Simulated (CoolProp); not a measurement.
The fluoroketone C6F12O (FK-5-1-12) along the isobar 14.3 bar: density (kg/m³) from the reference equation and from simpler models built on Tc = 441.8 K, pc = 18.69 bar, ω = 0.471; each cubic takes its own stable root.

Model: reference Helmholtz-energy equation of state, McLinden 2015, in CoolProp.

```tsv
T (K)	phase	reference
224.8	liquid	1811
231.1	liquid	1795
237.3	liquid	1778
243.6	liquid	1761
249.9	liquid	1744
256.1	liquid	1727
262.4	liquid	1710
268.6	liquid	1693
274.9	liquid	1675
281.2	liquid	1658
287.4	liquid	1640
293.7	liquid	1622
```

How far does each simpler model (van der Waals, Redlich-Kwong, Soave-Redlich-Kwong, Peng-Robinson) lie from the reference over these 12 states: mean and median of the absolute difference, and the worst?


- van der Waals: mean 40.9 %, median 40.9 %, worst -41.4 % at 224.8 K and 14.3 bar
- Redlich-Kwong: mean 13.6 %, median 13.6 %, worst -13.9 % at 293.7 K and 14.3 bar
- Soave-Redlich-Kwong: mean 9.0 %, median 8.8 %, worst -9.9 % at 224.8 K and 14.3 bar
- Peng-Robinson: mean 2.5 %, median 2.6 %, worst +3.4 % at 293.7 K and 14.3 bar
